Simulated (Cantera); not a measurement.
Premixed flame

A freely propagating, adiabatic, planar premixed flame of 12.3 % CH₄, 0.394 % CO, 14.8 % O₂, 72.5 % N₂, unburnt at 425 K and 330 Torr; mixture-averaged transport, grid criteria slope 0.08 and curve 0.16, no radiation.

Computed with Cantera and GRI-Mech 3.0 (53 species, 325 reactions). Burning velocities carry a grid error of a few per cent, more on coarse grids.

| z (mm) | T (K) | u (m/s) | x CH₄ | x CO | x O₂ | x H | x H₂ | x NO |
|---|---|---|---|---|---|---|---|---|
| -14.3 | 427 | 0.0902 | 0.122 | 0.00395 | 0.147 | <1e-8 | 0.00559 | <1e-8 |
| -9.55 | 437 | 0.0931 | 0.120 | 0.00417 | 0.145 | <1e-8 | 0.0130 | <1e-8 |
| -7.16 | 464 | 0.0996 | 0.118 | 0.00488 | 0.143 | <1e-8 | 0.0203 | <1e-8 |
| -4.78 | 582 | 0.127 | 0.107 | 0.00888 | 0.133 | <1e-8 | 0.0324 | <1e-8 |
| -2.39 | 948 | 0.211 | 0.0757 | 0.0261 | 0.0962 | 1.91e-6 | 0.0483 | 9.15e-8 |
| -1.19 | 1246 | 0.280 | 0.0479 | 0.0440 | 0.0611 | 2.72e-5 | 0.0565 | 2.03e-7 |
| 0 | 1529 | 0.347 | 0.0203 | 0.0634 | 0.0238 | 0.000229 | 0.0635 | 3.51e-7 |
| 1.19 | 1655 | 0.377 | 0.00889 | 0.0710 | 0.00637 | 0.000393 | 0.0674 | 5.22e-7 |
| 2.39 | 1690 | 0.385 | 0.00609 | 0.0717 | 0.00198 | 0.000311 | 0.0695 | 6.09e-7 |
| 4.78 | 1706 | 0.388 | 0.00492 | 0.0707 | 0.000390 | 0.000158 | 0.0717 | 6.40e-7 |
| 9.55 | 1709 | 0.389 | 0.00444 | 0.0695 | 5.62e-5 | 8.25e-5 | 0.0740 | 6.24e-7 |
| 19.1 | 1708 | 0.389 | 0.00399 | 0.0686 | 4.15e-6 | 6.79e-5 | 0.0767 | 5.96e-7 |
| 38.2 | 1706 | 0.389 | 0.00347 | 0.0687 | 1.31e-7 | 6.72e-5 | 0.0797 | 5.85e-7 |
x: mole fraction of selected species; z is measured from the peak of heat release.

```yaml
laminar_burning_velocity: 8.94 cm/s
thermal_thickness: 4.78 mm
peak x(H): 0.000393
peak x(H₂): 0.0817
grid_points: 111
```
